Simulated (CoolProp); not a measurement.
The numbers come from the reference Helmholtz-energy equation of state, Lemmon 2006 in CoolProp. It is a short technical equation, of lower accuracy than the large ones.

Problem. For hydrogen sulfide, give the phase and the cv (kJ/(kg K)), viscosity (µPa s) at 410 K and 101 kPa; 453.8 K and 101 kPa.

Solution. 
- 410 K and 101 kPa: gas; cv 0.805, viscosity 16.8
- 453.8 K and 101 kPa: gas; cv 0.826, viscosity 18.5

Viscosity comes from a separate model (Quiñones-Cisneros 2012).
